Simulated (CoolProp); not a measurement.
CH2F2 (R32) along the isotherm -41.75 °C: Z from the reference equation and from simpler models built on Tc = 78.1 °C, pc = 5783 kPa, ω = 0.277; each cubic takes its own stable root.

The numbers come from the reference Helmholtz-energy equation of state, Tillner-Roth 1997 in CoolProp.

| p (kPa) | phase | reference |
|---|---|---|
| 9.14 | gas | 0.9970 |
| 13.8 | gas | 0.9955 |
| 20.8 | gas | 0.9932 |
| 31.4 | gas | 0.9896 |
| 47.4 | gas | 0.9843 |
| 71.4 | gas | 0.9761 |
| 108 | gas | 0.9634 |
| 245 | liquid | 0.005589 |
| 370 | liquid | 0.008439 |
| 558 | liquid | 0.01272 |
| 842 | liquid | 0.01919 |
| 1270 | liquid | 0.02892 |
| 1920 | liquid | 0.04368 |
| 2890 | liquid | 0.06564 |

How far does each simpler model (van der Waals, Redlich-Kwong, Soave-Redlich-Kwong, Peng-Robinson) lie from the reference over these 14 states: mean and median of the absolute difference, and the worst?


- van der Waals: mean 2867.5 %, median 47.8 %, worst +17178.6 % at -41.75 °C and 245 kPa
- Redlich-Kwong: mean 1224.4 %, median 17.3 %, worst +16937.0 % at -41.75 °C and 245 kPa
- Soave-Redlich-Kwong: mean 14.4 %, median 14.7 %, worst +28.3 % at -41.75 °C and 245 kPa
- Peng-Robinson: mean 7.0 %, median 7.3 %, worst +13.4 % at -41.75 °C and 245 kPa

At some of these states van der Waals, Redlich-Kwong gives the other phase, because its saturation line lies elsewhere.
